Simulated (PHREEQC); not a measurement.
H3BO3 is added in steps, without added water, to 1 kg of water holding 0.26 mol/kgw HF and 0.19 mol/kgw NH4F, at 71 °C. Oxygen alone is held at its pressure in air (log pO2 = -0.68). CO2 from the air is kept out. Nothing may precipitate in this run.

Base run: PHREEQC, ion-association model, phreeqc.dat. Each further column changes one thing. The table gives pH.

```json
[
 {"H3BO3 added (mol)": "0", "base": "3.17", "Davies equation for every ion": "3.19", "all activity coefficients set to 1": "3.35", "database wateq4f.dat": "3.23", "Debye-Hückel limiting law": "3.11"},
 {"H3BO3 added (mol)": "0.09", "base": "4.44", "Davies equation for every ion": "4.47", "all activity coefficients set to 1": "4.61", "database wateq4f.dat": "4.45", "Debye-Hückel limiting law": "4.37"},
 {"H3BO3 added (mol)": "0.18", "base": "4.76", "Davies equation for every ion": "4.79", "all activity coefficients set to 1": "4.93", "database wateq4f.dat": "4.76", "Debye-Hückel limiting law": "4.68"},
 {"H3BO3 added (mol)": "0.27", "base": "4.68", "Davies equation for every ion": "4.69", "all activity coefficients set to 1": "4.84", "database wateq4f.dat": "4.67", "Debye-Hückel limiting law": "4.59"},
 {"H3BO3 added (mol)": "0.36", "base": "4.59", "Davies equation for every ion": "4.60", "all activity coefficients set to 1": "4.75", "database wateq4f.dat": "4.57", "Debye-Hückel limiting law": "4.51"},
 {"H3BO3 added (mol)": "0.45", "base": "4.51", "Davies equation for every ion": "4.52", "all activity coefficients set to 1": "4.67", "database wateq4f.dat": "4.49", "Debye-Hückel limiting law": "4.43"},
 {"H3BO3 added (mol)": "0.54", "base": "4.45", "Davies equation for every ion": "4.45", "all activity coefficients set to 1": "4.60", "database wateq4f.dat": "4.42", "Debye-Hückel limiting law": "4.36"},
 {"H3BO3 added (mol)": "0.63", "base": "4.39", "Davies equation for every ion": "4.40", "all activity coefficients set to 1": "4.55", "database wateq4f.dat": "4.36", "Debye-Hückel limiting law": "4.30"},
 {"H3BO3 added (mol)": "0.72", "base": "4.34", "Davies equation for every ion": "4.34", "all activity coefficients set to 1": "4.49", "database wateq4f.dat": "4.31", "Debye-Hückel limiting law": "4.25"},
 {"H3BO3 added (mol)": "0.81", "base": "4.29", "Davies equation for every ion": "4.30", "all activity coefficients set to 1": "4.45", "database wateq4f.dat": "4.26", "Debye-Hückel limiting law": "4.21"},
 {"H3BO3 added (mol)": "0.9", "base": "4.25", "Davies equation for every ion": "4.26", "all activity coefficients set to 1": "4.41", "database wateq4f.dat": "4.22", "Debye-Hückel limiting law": "4.17"}
]
```

Away from 25 °C the constants follow the database's enthalpies or fits; those with neither stay at their 25 °C values. Real BF4- forms and hydrolyses slowly; the run takes it at equilibrium. phreeqc.dat and wateq4f.dat share most of their constants, so their agreement is no independent check.
